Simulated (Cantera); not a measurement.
A perfectly stirred reactor is fed with H2 : O2 : N2 = 0.48 : 1 : 7 (molar parts), equivalence ratio 0.24, at 0.133 bar; it is held at 873 K, and followed from long to short residence time.

Computed with Cantera and the H2/O2 subset of GRI-Mech 3.0, which has no nitrogen chemistry. Radical loss at walls, strong at low pressure, is not modelled. Below about 950 K walls govern HO2 and H2O2 in real vessels. The temperature is held fixed by assumption; the heat of reaction is taken as removed at once.

Task: Predict: x(H2) at τ = 1.60 s; x(O2) at τ = 1.60 s; x(H2O) at τ = 1.60 s; x(H2O2) at τ = 1.60 s; x(HO2) at τ = 1.60 s; x(H2) at τ = 0.120 s; x(O2) at τ = 0.120 s; x(H2O) at τ = 0.120 s; x(H2O2) at τ = 0.120 s; x(HO2) at τ = 0.120 s.

Result: 
* **x(H2) at τ = 1.60 s**: 0.00191
* **x(O2) at τ = 1.60 s**: 0.0931
* **x(H2O) at τ = 1.60 s**: 0.0563
* **x(H2O2) at τ = 1.60 s**: 1.45e-6
* **x(HO2) at τ = 1.60 s**: 8.79e-6
* **x(H2) at τ = 0.120 s**: 0.00549
* **x(O2) at τ = 0.120 s**: 0.0947
* **x(H2O) at τ = 0.120 s**: 0.0525
* **x(H2O2) at τ = 0.120 s**: 6.84e-7
* **x(HO2) at τ = 0.120 s**: 1.30e-5
